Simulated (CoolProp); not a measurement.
Computed with CoolProp (reference Helmholtz-energy equation of state, Gao 2022).

Q: Give the vapour pressure (MPa), liquid density (kg/m³), vapour density (kg/m³), enthalpy of vaporisation (kJ/kg) of saturated n-perfluorohexane at 390.2, 426.9 K.

A: 
```
T (K)  p (MPa)  liquid density (kg/m³)  vapour density (kg/m³)  enthalpy of vaporisation (kJ/kg)
-----  -------  ----------------------  ----------------------  --------------------------------
390.2    0.536                    1350                    71.1                              64.0
426.9     1.16                    1120                     187                              43.1
```
